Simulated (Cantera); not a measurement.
Equilibrium for oxide etching and cleaning by halides: Fe2O3 + Cl2 + O2

Feed: 1 mol Fe2O3, 2.4 mol Cl2, a varied amount of O2, equilibrated at 1623.15 K and 13.0 mbar.

Cantera equilibrium calculation (NASA polynomials, part measured and part estimated; ideal gas, pure solids and liquids). Candidate condensed phases: Fe, FeCl2, FeCl3, FeO, Fe2O3, Fe3O4; 13 gas species. The numbers say what is thermodynamically allowed, not how fast it happens.

From 1.7 mol O2 to 3 mol O2 nothing is condensed. From 4 mol O2 to 9.7 mol O2 the condensed part is Fe3O4(s). The main Fe-bearing gas is FeCl2 throughout.

```tsv
n(O2) (mol)	x O2	x FeCl2	x Cl	x Cl2	x FeCl3	x ClO	x O	n Fe3O4(s)
1.7	0.542	0.332	0.109	0.00980	0.00648	0.000195	0.000123	0
2.3	0.584	0.302	0.101	0.00832	0.00542	0.000186	0.000128	0
3	0.623	0.273	0.0922	0.00698	0.00449	0.000176	0.000132	0
4	0.667	0.237	0.0866	0.00616	0.00366	0.000171	0.000136	0.00754
5.4	0.712	0.199	0.0811	0.00540	0.00288	0.000166	0.000141	0.0192
7.2	0.754	0.164	0.0751	0.00463	0.00220	0.000158	0.000145	0.0322
9.7	0.795	0.131	0.0684	0.00384	0.00160	0.000148	0.000149	0.0479
```
x: gas mole fraction; n: condensed amount in mol.
